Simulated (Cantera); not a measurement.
**N₂O + H₂ + SO₂ (abatement and gas-phase synthesis)**

Charge: 1 mol N₂O, 0.07 mol H₂, 0.012 mol SO₂, held at 0.000120 bar.

These are equilibrium values from Cantera (NASA tables, ideal gas, pure condensed phases), not measurements of a reactor. Candidate condensed phases: H₂O, H₂SO₄, S; 60 gas species. Ions and electrons are included (thermal ionisation). Rates play no part.

| T (K) | x N | x N₂ | x O | x O₂ | x H | x NO |
|---|---|---|---|---|---|---|
| 2500 | 1.88e-5 | 0.495 | 0.350 | 0.0698 | 0.0617 | 0.0105 |
| 2750 | 0.000149 | 0.464 | 0.446 | 0.0121 | 0.0641 | 0.00631 |
| 3000 | 0.000861 | 0.459 | 0.464 | 0.00202 | 0.0643 | 0.00357 |
| 3250 | 0.00381 | 0.456 | 0.467 | 0.000420 | 0.0643 | 0.00215 |
| 3500 | 0.0136 | 0.449 | 0.466 | 0.000107 | 0.0639 | 0.00137 |
| 3750 | 0.0402 | 0.430 | 0.460 | 3.22e-5 | 0.0631 | 0.000902 |
| 4000 | 0.101 | 0.386 | 0.446 | 1.08e-5 | 0.0611 | 0.000593 |
| 4250 | 0.211 | 0.305 | 0.421 | 3.85e-6 | 0.0575 | 0.000369 |
| 4500 | 0.363 | 0.195 | 0.385 | 1.44e-6 | 0.0527 | 0.000207 |
| 4750 | 0.500 | 0.0941 | 0.353 | 5.84e-7 | 0.0482 | 0.000104 |
| 5000 | 0.579 | 0.0366 | 0.334 | 2.73e-7 | 0.0457 | 4.95e-5 |
x: gas mole fraction; nothing condenses.

From 2500 K to 5000 K nothing is condensed.
